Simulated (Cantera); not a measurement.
An isothermal, constant-pressure homogeneous reactor starts with CH4 : H2O = 1 : 3.4 (molar parts), at 1450 K and 0.133 bar. Integrator tolerance rtol = 1e-08.

Model: GRI-Mech 3.0 (53 species, 325 reactions), integrated in Cantera.

What does this change do: CH4 1 to 8.5 parts?


| quantity | before | after |
|---|---|---|
| x(CH4) at 60.0 s | 0.0256 (gas-phase equilibrium 6.52e-9) | 0.0517 (gas-phase equilibrium 0.0361) |
| x(H2O) at 60.0 s | 0.446 (gas-phase equilibrium 0.340) | 0.0936 (gas-phase equilibrium 2.21e-7) |
| x(O2) at 60.0 s | 4.53e-12 (gas-phase equilibrium 3.12e-12) | <1e-12 (gas-phase equilibrium <1e-12) |
| x(C2H4) at 60.0 s | 0.000548 (gas-phase equilibrium <1e-12) | 0.00572 (gas-phase equilibrium 0.00406) |
| x(C2H6) at 60.0 s | 2.50e-6 (gas-phase equilibrium <1e-12) | 8.35e-6 (gas-phase equilibrium 5.01e-6) |
| x(OH) at 60.0 s | 4.20e-7 (gas-phase equilibrium 3.00e-7) | 6.98e-8 (gas-phase equilibrium <1e-12) |
GRI-Mech 3.0 stops at C3 and has no aromatics, soot or wall deposition, so with more carbon than oxygen in the feed, carbon stays in small species such as C2H2 where larger ones or solid carbon would form.

What does this change do: H2O 3.4 to 18 parts?


| quantity | before | after |
|---|---|---|
| x(CH4) at 60.0 s | 0.0256 (gas-phase equilibrium 6.52e-9) | 0.00597 (gas-phase equilibrium 1.60e-11) |
| x(H2O) at 60.0 s | 0.446 (gas-phase equilibrium 0.340) | 0.801 (gas-phase equilibrium 0.778) |
| x(O2) at 60.0 s | 4.53e-12 (gas-phase equilibrium 3.12e-12) | 1.63e-10 (gas-phase equilibrium 1.37e-10) |
| x(C2H4) at 60.0 s | 0.000548 (gas-phase equilibrium <1e-12) | 1.12e-5 (gas-phase equilibrium <1e-12) |
| x(C2H6) at 60.0 s | 2.50e-6 (gas-phase equilibrium <1e-12) | 4.05e-7 (gas-phase equilibrium <1e-12) |
| x(OH) at 60.0 s | 4.20e-7 (gas-phase equilibrium 3.00e-7) | 1.23e-6 (gas-phase equilibrium 1.17e-6) |
